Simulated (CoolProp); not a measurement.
A single-stage vapour-compression cycle with chlorine: evaporating at 200.15 K (dew point), condensing at 226.15 K (bubble point), superheat 2 K, subcooling 8 K, compressor efficiency 0.7, no pressure losses. Each further row changes one setting.

The numbers come from the reference Helmholtz-energy equation of state, Thol 2021 in CoolProp.

```
case                              cooling COP  pressure ratio  discharge temperature (K)  refrigerating effect (kJ/kg)  volumetric capacity (kJ/m³)
--------------------------------  -----------  --------------  -------------------------  ----------------------------  ---------------------------
as stated                                4.77            4.45                      333.1                           292                          153
evaporating temperature 205.15 K         6.24            3.23                      308.5                           294                          207
condensing temperature 221.15 K          6.05            3.44                      307.8                           297                          155
subcooling 13 K                          4.84            4.45                      333.1                           297                          155
superheat 12 K                           4.62            4.45                      348.3                           296                          148
compressor efficiency 0.6                4.09            4.45                      353.8                           292                          153
```
